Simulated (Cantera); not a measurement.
**Thermodynamics of silicon carbide growth, feed SiH2Cl2 + CH4 + H2**

A closed system holds: 1 mol SiH2Cl2, a varied amount of CH4, 94 mol H2, held at 1873.15 K and 0.100 bar.

Method: chemical equilibrium by Gibbs-energy minimisation in Cantera with the NASA 1993 tables (ideal gas, pure condensed phases). Candidate condensed phases: C, C6H6, C7H8, C8H18, Si, SiC; 109 gas species. Mutual solubility and eutectic melting of coexisting phases are not modelled. The tables' values for SiCl are old estimates; treat these amounts as uncertain. Gases not in the tables: Si2H6 and higher silanes. Rates play no part.

From 0.03 mol CH4 to 0.78 mol CH4 the condensed part is Si(l) + SiC(s). From 1.2 mol CH4 to 2 mol CH4 the condensed part is C(graphite) + SiC(s). The main Si-bearing gas is SiCl2 throughout.

```csv
n(CH4) (mol),x H2,x HCl,x H,x SiCl2,n Si(l),n SiC(s),n C(graphite)
0.03,0.978,0.0187,0.00202,0.00100,0.855,0.0296,0
0.048,0.978,0.0187,0.00202,0.00100,0.837,0.0476,0
0.076,0.978,0.0187,0.00202,0.00100,0.809,0.0756,0
0.12,0.978,0.0187,0.00202,0.00100,0.765,0.120,0
0.19,0.978,0.0187,0.00202,0.000998,0.695,0.190,0
0.31,0.978,0.0186,0.00202,0.000993,0.575,0.310,0
0.49,0.978,0.0186,0.00202,0.000986,0.395,0.490,0
0.78,0.978,0.0185,0.00202,0.000976,0.106,0.780,0
1.2,0.977,0.0202,0.00202,3.88e-5,0,0.996,0.138
2,0.978,0.0199,0.00202,3.76e-5,0,0.996,0.937
```
x: gas mole fraction; n: condensed amount in mol.
